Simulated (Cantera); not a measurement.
Input: 1 mol Cu2O, 1.9 mol C, 2 mol CO, equilibrated at 2073 K.

Method: chemical equilibrium by Gibbs-energy minimisation in Cantera with the NASA 1993 tables (ideal gas, pure condensed phases). Candidate condensed phases: C, Cu, CuO, Cu2O; 15 gas species. Kinetics and transport are ignored.

x: gas mole fraction; n: condensed amount in mol.

| P (Pa) | x CO | x Cu | x Cu2 | x CO2 | x C3 | x C | n C(graphite) | n Cu(l) |
|---|---|---|---|---|---|---|---|---|
| 10 | 0.600 | 0.400 | 1.01e-5 | 6.58e-10 | 1.57e-6 | 1.39e-6 | 0.900 | 0 |
| 52 | 0.600 | 0.400 | (withheld) | (withheld) | (withheld) | (withheld) | 0.900 | 0 |
| 270 | 0.600 | 0.400 | 0.000273 | 1.78e-8 | 5.81e-8 | 5.14e-8 | 0.900 | 0 |
| 1400 | 0.601 | 0.398 | 0.00140 | 9.24e-8 | 1.12e-8 | 9.91e-9 | 0.900 | 0 |
| 7200 | (withheld) | (withheld) | (withheld) | (withheld) | (withheld) | (withheld) | 0.900 | (withheld) |
| 37000 | 0.978 | 0.0224 | 0.000117 | 6.46e-6 | 4.24e-10 | 3.75e-10 | 0.900 | 1.93 |
| 190000 | 0.996 | 0.00436 | 2.29e-5 | 3.44e-5 | 8.26e-11 | 7.31e-11 | 0.900 | 1.99 |
| 1000000 | 0.999 | 0.000828 | 4.34e-6 | 0.000182 | 1.57e-11 | 1.39e-11 | 0.901 | 2.00 |

### Question
Complete the blanks.

### Answer

- 52, x Cu2: 5.27e-5
- 52, x CO2: 3.42e-9
- 52, x C3: 3.02e-7
- 52, x C: 2.67e-7
- 7200, x CO: 0.884
- 7200, x Cu: 0.115
- 7200, x Cu2: 0.000603
- 7200, x CO2: 1.03e-6
- 7200, x C3: 2.18e-9
- 7200, x C: 1.93e-9
- 7200, n Cu(l): 1.61
